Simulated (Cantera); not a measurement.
A perfectly stirred reactor is fed with 7.41 % H2, 4.63 % O2, 88.0 % N2, at 0.110 bar; it is held at 925 K, and followed from long to short residence time.

Computed with Cantera and GRI-Mech 3.0 (53 species, 325 reactions). Radical loss at walls, strong at low pressure, is not modelled. Below about 950 K walls govern HO2 and H2O2 in real vessels. The temperature is held fixed by assumption; the heat of reaction is taken as removed at once.

x: mole fraction; the columns are a selection and need not sum to one.

| τ (s) | x H2 | x O2 | x H | x OH | x H2O2 |
|---|---|---|---|---|---|
| 6.6 | 0.000425 | 0.00982 | 2.90e-5 | 2.53e-5 | 1.13e-7 |
| 2.5 | 0.000756 | 0.00998 | 7.47e-5 | 3.67e-5 | 1.12e-7 |
| 0.97 | 0.00131 | 0.0103 | 0.000185 | 5.30e-5 | 1.08e-7 |
| 0.37 | … | 0.0108 | … | … | 1.03e-7 |
| 0.14 | … | … | … | … | 9.83e-8 |
| 0.055 | 0.00638 | 0.0131 | 0.00222 | 0.000158 | 9.49e-8 |
| 0.021 | 0.0106 | 0.0156 | 0.00435 | 0.000219 | 9.36e-8 |
| 0.0082 | 0.0171 | 0.0194 | 0.00738 | 0.000287 | 9.38e-8 |

Fill in the missing entries.


- 0.37, x H2: 0.00225
- 0.37, x H: 0.000451
- 0.37, x OH: 7.74e-5
- 0.14, x H2: 0.00385
- 0.14, x O2: 0.0117
- 0.14, x H: 0.00105
- 0.14, x OH: 0.000112
